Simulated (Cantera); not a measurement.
Pyrogenic steam for wet oxidation

An isothermal, constant-pressure homogeneous reactor starts with 31.0 % H2, 17.2 % O2, 51.7 % N2, equivalence ratio 0.90, at 875 K and 82.5 Torr.

Model: the H2/O2 subset of GRI-Mech 3.0, which has no nitrogen chemistry, integrated in Cantera. Radical loss at walls, strong at low pressure, is not modelled. Below about 950 K walls govern HO2 and H2O2 in real vessels. The temperature is held fixed by assumption; the heat of reaction is taken as removed at once.

```json
[
 {"t (s)": "7.00e-5", "x H2": "0.310", "x O2": "0.172", "x H2O2": "<1e-12", "x H": "6.29e-12", "x O": "<1e-12", "x HO2": "6.52e-12"},
 {"t (s)": "0.000406", "x H2": "0.310", "x O2": "0.172", "x H2O2": "<1e-12", "x H": "9.05e-11", "x O": "7.49e-12", "x HO2": "6.71e-11"},
 {"t (s)": "0.00236", "x H2": "0.310", "x O2": "0.172", "x H2O2": "6.02e-10", "x H": "1.09e-6", "x O": "9.22e-8", "x HO2": "5.71e-7"},
 {"t (s)": "0.0137", "x H2": "0.0148", "x O2": "0.0277", "x H2O2": "3.75e-7", "x H": "0.000299", "x O": "5.86e-5", "x HO2": "1.20e-5"},
 {"t (s)": "0.0794", "x H2": "0.00674", "x O2": "0.0237", "x H2O2": "2.55e-6", "x H": "5.21e-6", "x O": "1.91e-6", "x HO2": "9.55e-6"},
 {"t (s)": "0.461", "x H2": "0.00615", "x O2": "0.0234", "x H2O2": "1.48e-5", "x H": "2.80e-7", "x O": "1.09e-7", "x HO2": "7.06e-6"},
 {"t (s)": "2.67", "x H2": "0.00426", "x O2": "0.0225", "x H2O2": "2.00e-5", "x H": "2.65e-7", "x O": "1.21e-7", "x HO2": "6.73e-6"},
 {"t (s)": "15.5", "x H2": "0.000814", "x O2": "0.0208", "x H2O2": "7.10e-6", "x H": "4.09e-8", "x O": "3.28e-8", "x HO2": "3.33e-6"},
 {"t (s)": "90.0", "x H2": "3.40e-5", "x O2": "0.0204", "x H2O2": "8.38e-8", "x H": "3.29e-10", "x O": "3.79e-10", "x HO2": "3.26e-7"}
]
```
x: mole fraction; the columns are a selection and need not sum to one.

Equilibrium at this temperature and pressure: H2 9.72e-12, O2 0.0204, H2O2 7.90e-12, H <1e-12, O <1e-12, HO2 1.82e-11 (gas phase only).
